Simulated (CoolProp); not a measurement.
Values from CoolProp's reference Helmholtz-energy equation of state, Lemmon 2006. It is a short technical equation, of lower accuracy than the large ones.

Problem. For nitrous oxide, give the phase and the speed of sound (m/s), fugacity coefficient at 33.05 °C and 11.8 MPa; 46.85 °C and 11.8 MPa; 67.65 °C and 11.8 MPa.

Solution. 
- 33.05 °C and 11.8 MPa: liquid; speed of sound 452, fugacity coefficient 0.432
- 46.85 °C and 11.8 MPa: supercritical; speed of sound 343, fugacity coefficient 0.513
- 67.65 °C and 11.8 MPa: supercritical; speed of sound 239, fugacity coefficient 0.619
